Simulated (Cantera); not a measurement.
A freely propagating, adiabatic, planar premixed flame of 28.9 % H2, 14.5 % O2, 54.4 % N2, 2.17 % H2O, equivalence ratio 1.0, unburnt at 375 K and 1.01 bar; mixture-averaged transport, grid criteria slope 0.08 and curve 0.16, no radiation.

Detailed kinetics in Cantera: the H2/O2 subset of GRI-Mech 3.0, which has no nitrogen chemistry. Burning velocities carry a grid error of a few per cent, more on coarse grids.

x: mole fraction of selected species; z is measured from the peak of heat release.

```json
[
 {"z (mm)": "-1.09", "T (K)": "375", "u (m/s)": "3.15", "x H2": "0.289", "x O2": "0.145", "x H2O": "0.0217", "x H": "<1e-8", "x H2O2": "<1e-8", "x O": "<1e-8"},
 {"z (mm)": "-0.729", "T (K)": "375", "u (m/s)": "3.15", "x H2": "0.289", "x O2": "0.145", "x H2O": "0.0217", "x H": "<1e-8", "x H2O2": "<1e-8", "x O": "<1e-8"},
 {"z (mm)": "-0.547", "T (K)": "375", "u (m/s)": "3.15", "x H2": "0.289", "x O2": "0.145", "x H2O": "0.0217", "x H": "<1e-8", "x H2O2": "<1e-8", "x O": "<1e-8"},
 {"z (mm)": "-0.365", "T (K)": "375", "u (m/s)": "3.15", "x H2": "0.289", "x O2": "0.145", "x H2O": "0.0217", "x H": "<1e-8", "x H2O2": "<1e-8", "x O": "<1e-8"},
 {"z (mm)": "-0.182", "T (K)": "385", "u (m/s)": "3.21", "x H2": "0.283", "x O2": "0.146", "x H2O": "0.0222", "x H": "5.91e-7", "x H2O2": "?", "x O": "7.24e-7"},
 {"z (mm)": "-0.0912", "T (K)": "597", "u (m/s)": "4.81", "x H2": "0.248", "x O2": "0.144", "x H2O": "0.0379", "x H": "0.00132", "x H2O2": "?", "x O": "9.46e-5"},
 {"z (mm)": "0", "T (K)": "1080", "u (m/s)": "8.39", "x H2": "0.167", "x O2": "0.116", "x H2O": "0.110", "x H": "0.0179", "x H2O2": "?", "x O": "0.00235"},
 {"z (mm)": "0.0912", "T (K)": "1428", "u (m/s)": "11.0", "x H2": "0.0837", "x O2": "0.0627", "x H2O": "0.207", "x H": "0.0385", "x H2O2": "?", "x O": "0.00768"},
 {"z (mm)": "0.182", "T (K)": "1610", "u (m/s)": "12.3", "x H2": "0.0509", "x O2": "0.0359", "x H2O": "0.253", "x H": "0.0418", "x H2O2": "?", "x O": "0.00948"},
 {"z (mm)": "0.365", "T (K)": "1782", "u (m/s)": "13.5", "x H2": "0.0420", "x O2": "0.0257", "x H2O": "0.273", "x H": "0.0331", "x H2O2": "?", "x O": "0.00862"},
 {"z (mm)": "0.729", "T (K)": "1944", "u (m/s)": "14.5", "x H2": "0.0386", "x O2": "0.0212", "x H2O": "0.286", "x H": "0.0223", "x H2O2": "?", "x O": "0.00647"},
 {"z (mm)": "1.46", "T (K)": "2089", "u (m/s)": "15.5", "x H2": "0.0332", "x O2": "0.0170", "x H2O": "0.300", "x H": "0.0137", "x H2O2": "?", "x O": "0.00432"},
 {"z (mm)": "2.92", "T (K)": "2207", "u (m/s)": "16.2", "x H2": "0.0268", "x O2": "0.0133", "x H2O": "0.314", "x H": "0.00777", "x H2O2": "?", "x O": "0.00262"}
]
```

Fill in the missing entries.


- -0.182, x H2O2: 3.76e-6
- -0.0912, x H2O2: 8.53e-5
- 0, x H2O2: 1.89e-5
- 0.0912, x H2O2: 4.50e-6
- 0.182, x H2O2: 2.62e-6
- 0.365, x H2O2: 1.31e-6
- 0.729, x H2O2: 6.70e-7
- 1.46, x H2O2: 3.98e-7
- 2.92, x H2O2: 2.72e-7
